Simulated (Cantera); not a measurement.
Feed: 1 mol CsCl, 4.2 mol H2, equilibrated at 10.0 Pa.

Equilibrium computed with Cantera from the NASA thermochemical tables; the gas is ideal and each condensed phase is pure. Candidate condensed phases: Cs, CsCl; 9 gas species. The numbers say what is thermodynamically allowed, not how fast it happens. All values below are at 1150 K.

Base state: H2 0.807, CsCl 0.192, Cs 0.000369, HCl 0.000369, Cs2Cl2 0.000170 (mole fractions); condensed: gas only.

Question: What changes in the equilibrium state with this change: 0.015 mol NH3 added?

Answer: 
```tsv
species	before	after
H2	0.807	0.807
CsCl	0.192	0.190
N2	0	0.00143
Cs2Cl2	0.000170	0.000169
HCl	0.000369	0.000368
Cs	0.000369	0.000368
```
Further candidate phases: NH4Cl.
